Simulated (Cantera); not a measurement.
## Catalytic combustion on Pt

An isothermal plug-flow reactor at 925 K and 1.20 bar (inlet), inlet velocity 0.44 m/s, active area per volume 120 1/m; feed CO : O₂ : N₂ = 0.0066 : 0.17 : 0.79 (molar parts).

Model: Deutschmann's 1995 Pt surface mechanism with GRI-Mech 3.0 gas chemistry, integrated in Cantera. Catalytic surfaces can have several steady states; this one follows from the mechanism file's or the stated starting coverage. Mass transfer to the wall is taken as infinitely fast.

| z (m) | x CO | x O₂ | x H₂O | x CO₂ | θ free Pt | θ O* | θ CO* |
|---|---|---|---|---|---|---|---|
| 0.0003 | 0.00433 | 0.175 | <1e-12 | 0.00251 | 0.119 | 0.879 | 0.00115 |
| 0.0005 | 0.00339 | 0.174 | <1e-12 | 0.00345 | 0.113 | 0.886 | 0.000802 |
| 0.00084 | 0.00233 | 0.174 | <1e-12 | 0.00452 | 0.108 | 0.892 | 0.000493 |
| 0.0014 | 0.00132 | 0.174 | <1e-12 | 0.00552 | 0.103 | 0.897 | 0.000256 |
| 0.0023 | 0.000568 | 0.173 | <1e-12 | 0.00628 | 0.100 | 0.900 | 0.000104 |
| 0.0039 | 0.000135 | 0.173 | <1e-12 | 0.00672 | 0.0985 | 0.901 | 2.38e-5 |
| 0.0065 | 1.36e-5 | 0.173 | <1e-12 | 0.00684 | 0.0981 | 0.902 | 2.37e-6 |
| 0.011 | 2.58e-7 | 0.173 | <1e-12 | 0.00685 | 0.0980 | 0.902 | 4.51e-8 |
| 0.018 | 5.46e-10 | 0.173 | <1e-12 | 0.00685 | 0.0980 | 0.902 | 9.52e-11 |
| 0.03 | <1e-12 | 0.173 | <1e-12 | 0.00685 | 0.0980 | 0.902 | <1e-12 |
x: gas mole fraction; θ: surface coverage.
